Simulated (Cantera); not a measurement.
Input: 1 mol SiH₂Cl₂, 160 mol H₂, equilibrated at 1225 K and 1330 Pa.

Cantera equilibrium calculation (NASA polynomials, part measured and part estimated; ideal gas, pure solids and liquids). Candidate condensed phases: Si; 19 gas species. Kinetics and transport are ignored.

Base state: H₂ 0.988, HCl 0.0116, SiCl₂ 0.000333 (mole fractions); condensed: Si(s).

Task: What changes in the equilibrium state with this change: SiH₂Cl₂ replaced by Si₃H₈?

Result: 
```csv
species,before,after
H₂,0.988,1.000
HCl,0.0116,0
SiCl₂,0.000333,0
"Si(s), mol",0.943,3.00
```
The feed counts by its element totals alone.
